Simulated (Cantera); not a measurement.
Input: 1 mol HF, a varied amount of H2O, held at 3300 K and 75.0 Torr.

Cantera equilibrium calculation (NASA polynomials, part measured and part estimated; ideal gas, pure solids and liquids). Candidate condensed phases: H2O; 22 gas species. Equilibrium is a limit: real reactors are often held back by kinetics, nucleation or transport.

Question: At 1 mol H2O, list the 5 most abundant gas species with their mole fractions, and the condensed phases.

Answer: H 0.329, HF 0.297, O 0.152, H2 0.0810, OH 0.0632. Condensed: gas only.
